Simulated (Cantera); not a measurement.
Input: 1 mol Al2O3, 2.3 mol N2, equilibrated at 2550 °C and 290000 Pa.

Cantera equilibrium calculation (NASA polynomials, part measured and part estimated; ideal gas, pure solids and liquids). Candidate condensed phases: Al, AlN, Al2O3; 16 gas species. The numbers say what is thermodynamically allowed, not how fast it happens.

Base state: N2 1.000, NO 0.000166, Al 0.000101, O 6.21e-5, AlO 5.01e-5, Al2O 2.87e-5 (mole fractions); condensed: Al2O3(l).

What changes in the equilibrium state with this change: 0.011 mol CH4 added?


```csv
species,before,after
N2,1.000,0.981
H2,0,0.00700
CO,0,0.00468
Al,0.000101,0.00163
H,0,0.00436
H2O,0,0.000140
AlOH,0,6.66e-5
OH,0,2.49e-5
AlH,0,1.80e-5
"Al2O3(l), mol",1.000,0.995
```
The tables' values for AlOH are old estimates; treat these amounts as uncertain. Further candidate phases: C, C6H6, C7H8, C8H18, H2O.
